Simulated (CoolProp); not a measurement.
Vapour-liquid equilibrium of propylene (1) + isobutane (2) at 0.642 MPa; x and y are mole fractions of (1).

Values from CoolProp's multi-fluid Helmholtz-energy mixture model, Lemmon 2013 and Bücker 2006; pair parameters Bell 2016.

```
x     bubble temperature, mixture model (°C)  bubble temperature, Raoult's law (°C)  y, mixture model  y, Raoult's law
----  --------------------------------------  -------------------------------------  ----------------  ---------------
0.05                                    43.0                                   43.5               ___            0.139
0.2                                      ___                                   33.6             0.384            0.443
0.35                                     ___                                   25.6             0.551            0.639
0.5                                     23.0                                   19.0               ___            0.772
0.65                                    17.2                                   13.4               ___            0.866
0.8                                     11.0                                    8.6               ___            0.934
0.95                                     4.9                                    4.5               ___            0.986
```

Question: Fill in the missing entries.

Answer: 
- 0.05, y, mixture model: 0.132
- 0.2, bubble temperature, mixture model (°C): 34.4
- 0.35, bubble temperature, mixture model (°C): 28.4
- 0.5, y, mixture model: 0.696
- 0.65, y, mixture model: 0.825
- 0.8, y, mixture model: 0.927
- 0.95, y, mixture model: 0.988

The largest gap from Raoult's law is +4.0 K in bubble temperature, at x = 0.5. No azeotrope shows between x = 0.05 and 0.95.

The pair parameters rest on a limited set of measurements; away from them the model extrapolates. The gap from Raoult's law changes sign with composition, which may be real or a fault of the pair parameters; it wasn't checked against measurements.
